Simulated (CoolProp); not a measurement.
Saturation properties of carbonyl sulfide.

Values from CoolProp's reference Helmholtz-energy equation of state, Lemmon 2006. It is a short technical equation, of lower accuracy than the large ones.

```csv
T (°C),p (kPa),enthalpy of vaporisation (kJ/kg),surface tension (mN/m)
-17.65,370.2,285.3,14.9
-15.05,404.3,[?],14.5
-12.55,439.3,281.1,14.1
-9.95,478.1,278.9,13.6
-7.45,517.7,276.8,13.2
-4.85,561.4,274.6,12.8
-2.25,607.9,272.3,12.4
0.25,655.1,270.0,12.0
2.85,707.1,[?],11.6
5.35,759.9,265.3,11.2
7.95,817.9,262.8,[?]
10.45,876.6,260.4,[?]
13.05,940.9,257.8,9.98
15.65,1009,[?],[?]
```

What belongs in the gaps?


- -15.05, enthalpy of vaporisation (kJ/kg): 283.2
- 2.85, enthalpy of vaporisation (kJ/kg): 267.6
- 7.95, surface tension (mN/m): 10.8
- 10.45, surface tension (mN/m): 10.4
- 15.65, enthalpy of vaporisation (kJ/kg): 255.1
- 15.65, surface tension (mN/m): 9.59

It boils at -50.2 °C under 1 atm.

Surface tension comes from a separate correlation (Mulero 2012).
